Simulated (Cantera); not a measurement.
## Thermodynamics of silicon epitaxy and polysilicon growth, feed Si2Cl6 + HCl + H2

A closed system holds: 1 mol Si2Cl6, 0.14 mol HCl, 9.6 mol H2, held at 0.0150 bar.

Equilibrium computed with Cantera from the NASA thermochemical tables; the gas is ideal and each condensed phase is pure. Candidate condensed phases: Si; 19 gas species. The feed counts by its element totals alone. The tables' values for SiCl3, SiCl are old estimates; treat these amounts as uncertain. Gases not in the tables: Si2H6 and higher silanes. Equilibrium is a limit: real reactors are often held back by kinetics, nucleation or transport.

From 1275 K to 1650 K the condensed part is Si(s). At 1725 K the condensed part is Si(l). The main Si-bearing gas is SiCl2 throughout. The share of Si in condensed phases is highest at 1275 K (19.0 %) and lowest at 1650 K (1.6 %).

| T (K) | x H2 | x HCl | x SiCl2 | x SiCl4 | x SiCl3 | x SiHCl3 | x H | x Cl | n Si(s) | n Si(l) |
|---|---|---|---|---|---|---|---|---|---|---|
| 1275 | 0.725 | 0.141 | 0.0706 | 0.0360 | 0.0198 | 0.00749 | 5.13e-6 | 8.43e-7 | 0.379 | 0 |
| 1350 | 0.698 | 0.161 | 0.104 | 0.0154 | 0.0179 | 0.00383 | 1.63e-5 | 3.12e-6 | 0.250 | 0 |
| 1425 | 0.684 | 0.169 | 0.127 | 0.00537 | 0.0131 | 0.00170 | 4.61e-5 | 9.34e-6 | 0.155 | 0 |
| 1500 | 0.678 | 0.171 | 0.139 | 0.00178 | 0.00882 | 0.000729 | 0.000118 | 2.41e-5 | 0.0969 | 0 |
| 1575 | 0.676 | 0.171 | 0.146 | 0.000612 | 0.00584 | 0.000323 | 0.000279 | 5.59e-5 | 0.0599 | 0 |
| 1650 | 0.676 | 0.169 | 0.150 | 0.000226 | 0.00393 | 0.000152 | 0.000610 | 0.000120 | 0.0328 | 0 |
| 1725 | 0.673 | 0.172 | 0.151 | 9.37e-5 | 0.00275 | 7.62e-5 | 0.00124 | 0.000245 | 0 | 0.0399 |
x: gas mole fraction; n: condensed amount in mol.
